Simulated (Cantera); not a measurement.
Feed: 1 mol AlCl3, 5.2 mol O2, 42 mol H2, held at 6.15 Torr.

Method: chemical equilibrium by Gibbs-energy minimisation in Cantera with the NASA 1993 tables (ideal gas, pure condensed phases). Candidate condensed phases: Al, AlCl3, Al2O3, H2O; 29 gas species. The numbers say what is thermodynamically allowed, not how fast it happens.

x: gas mole fraction; n: condensed amount in mol.

| T (K) | x H2 | x H2O | x HCl | x H | x Cl | n Al2O3(s) |
|---|---|---|---|---|---|---|
| 1073 | 0.726 | 0.205 | 0.0690 | 1.32e-7 | ___ | 0.500 |
| 1148 | 0.726 | 0.205 | 0.0690 | 6.74e-7 | ___ | 0.500 |
| 1223 | 0.726 | 0.205 | 0.0690 | 2.83e-6 | ___ | 0.500 |
| 1298 | 0.726 | 0.205 | 0.0690 | 1.01e-5 | ___ | 0.500 |
| 1373 | 0.726 | 0.205 | 0.0690 | 3.13e-5 | ___ | 0.500 |
| 1448 | 0.726 | 0.205 | 0.0690 | 8.68e-5 | ___ | 0.500 |
| 1523 | 0.726 | 0.205 | 0.0689 | 0.000218 | ___ | 0.500 |
| 1598 | 0.726 | 0.205 | 0.0689 | 0.000501 | ___ | 0.500 |
| 1673 | 0.726 | 0.204 | 0.0688 | 0.00107 | ___ | 0.500 |
| 1748 | 0.725 | 0.204 | 0.0687 | 0.00215 | ___ | 0.500 |
| 1823 | 0.723 | 0.204 | 0.0685 | 0.00407 | ___ | 0.500 |
| 1898 | 0.720 | 0.204 | 0.0682 | 0.00733 | ___ | 0.500 |
| 1973 | 0.716 | 0.203 | 0.0676 | 0.0126 | ___ | 0.500 |
| 2048 | 0.709 | 0.202 | 0.0667 | 0.0208 | ___ | 0.499 |

**Question.** What belongs in the gaps?

**Answer.** 
- 1073, x Cl: 1.13e-8
- 1148, x Cl: 5.64e-8
- 1223, x Cl: 2.31e-7
- 1298, x Cl: 8.08e-7
- 1373, x Cl: 2.47e-6
- 1448, x Cl: 6.71e-6
- 1523, x Cl: 1.66e-5
- 1598, x Cl: 3.76e-5
- 1673, x Cl: 7.94e-5
- 1748, x Cl: 0.000157
- 1823, x Cl: 0.000294
- 1898, x Cl: 0.000523
- 1973, x Cl: 0.000890
- 2048, x Cl: 0.00145
